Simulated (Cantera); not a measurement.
**Thermodynamics of silicon nitride deposition, feed SiCl4 + NH3 + H2 + N2**

A closed system holds: 1 mol SiCl4, 4.3 mol NH3, 0.43 mol H2, 25 mol N2, at 1448 K and 1.00 bar.

Equilibrium computed with Cantera from the NASA thermochemical tables; the gas is ideal and each condensed phase is pure. Candidate condensed phases: NH4Cl, Si, Si3N4; 28 gas species. The tables' values for SiCl3 are old estimates; treat these amounts as uncertain. Kinetics and transport are ignored.

```json
{
 "x(N2)": "0.750",
 "x(H2)": "0.140",
 "x(HCl)": "0.109",
 "x(SiCl4)": "0.000781",
 "x(SiCl3)": "0.000208",
 "x(SiCl2)": "0.000203",
 "x(SiHCl3)": "8.62e-5",
 "x(H)": "3.45e-6",
 "x(NH3)": "3.31e-6",
 "n(Si3N4(s))": "0.318 mol",
 "gas_amount": "35.36 mol",
 "log10 activity of Si(s) (absent)": "-3.11"
}
```
